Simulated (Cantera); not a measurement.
Input: 1 mol MgO, 1.5 mol CO, 4 mol H2, equilibrated at 0.430 bar.

Method: chemical equilibrium by Gibbs-energy minimisation in Cantera with the NASA 1993 tables (ideal gas, pure condensed phases). Candidate condensed phases: C, C6H6, C7H8, C8H18, H2O, Mg, MgCO3, MgO, Mg(OH)2; 116 gas species. The tables' values for MgH are old estimates; treat these amounts as uncertain. Rates play no part.

log p: log10 of the partial pressure in bar; n: condensed amount in mol.

```json
[
 {"T (K)": "1873", "log p H2": "-0.51", "log p CO": "-0.93", "log p Mg": "-3.07", "log p H2O": "-3.10", "log p H": "-3.44", "n MgO(s)": "0.989"},
 {"T (K)": "1948", "log p H2": "-0.51", "log p CO": "-0.93", "log p Mg": "-2.81", "log p H2O": "-2.85", "log p H": "-3.20", "n MgO(s)": "0.980"},
 {"T (K)": "2023", "log p H2": "-0.51", "log p CO": "-0.93", "log p Mg": "-2.58", "log p H2O": "-2.61", "log p H": "-2.98", "n MgO(s)": "0.966"},
 {"T (K)": "2098", "log p H2": "-0.52", "log p CO": "-0.94", "log p Mg": "?", "log p H2O": "?", "log p H": "?", "n MgO(s)": "0.943"},
 {"T (K)": "2173", "log p H2": "-0.52", "log p CO": "-0.94", "log p Mg": "-2.16", "log p H2O": "-2.19", "log p H": "-2.58", "n MgO(s)": "0.909"},
 {"T (K)": "2248", "log p H2": "-0.54", "log p CO": "-0.95", "log p Mg": "-1.98", "log p H2O": "-2.01", "log p H": "-2.40", "n MgO(s)": "0.860"},
 {"T (K)": "2323", "log p H2": "-0.55", "log p CO": "-0.95", "log p Mg": "-1.81", "log p H2O": "-1.84", "log p H": "-2.24", "n MgO(s)": "0.790"},
 {"T (K)": "2398", "log p H2": "-0.57", "log p CO": "-0.96", "log p Mg": "?", "log p H2O": "?", "log p H": "?", "n MgO(s)": "?"},
 {"T (K)": "2473", "log p H2": "-0.60", "log p CO": "-0.98", "log p Mg": "-1.52", "log p H2O": "-1.55", "log p H": "-1.95", "n MgO(s)": "0.562"},
 {"T (K)": "2548", "log p H2": "-0.64", "log p CO": "-0.99", "log p Mg": "-1.39", "log p H2O": "-1.42", "log p H": "-1.83", "n MgO(s)": "0.389"}
]
```

**Question.** Complete the blanks.

**Answer.** 
- 2098, log p Mg: -2.36
- 2098, log p H2O: -2.39
- 2098, log p H: -2.77
- 2398, log p Mg: -1.66
- 2398, log p H2O: -1.68
- 2398, log p H: -2.09
- 2398, n MgO(s): 0.693
